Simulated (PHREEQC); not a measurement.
Make-up at 20 °C: 0.013 mmol/kgw H4SiO4. Closed to the air; pH follows from the charge balance.

All values are PHREEQC results (ion-association model, phreeqc.dat), not measurements.

Each row changes one thing in this solution. No solid was allowed to form.

```
case                                                  pH  ionic strength (mol/kgw)  H3SiO4- (mol/kgw)  SI of Quartz (SiO2)
--------------------------------------------------  ----  ------------------------  -----------------  -------------------
as made                                             7.04                   9.19e-8            1.74e-8                -0.83
H4SiO4 from 1.3e-05 to 6.5e-06 mol/kgw              7.06                   8.75e-8         (withheld)                -1.13
2.7e-06 mol/kgw KCl added                           7.04                   2.79e-6            1.74e-8                -0.83
H4SiO4 replaced by (NH4)2SiF6 at the same molality  4.33                   7.33e-5           3.45e-11                -0.83
H4SiO4 from 1.3e-05 to 6.5e-05 mol/kgw              6.91                   1.22e-7            6.57e-8           (withheld)
```

Question: Fill in the missing entries.

Answer: 
- H4SiO4 from 1.3e-05 to 6.5e-06 mol/kgw, H3SiO4- (mol/kgw): 9.15e-9
- H4SiO4 from 1.3e-05 to 6.5e-05 mol/kgw, SI of Quartz (SiO2): -0.13
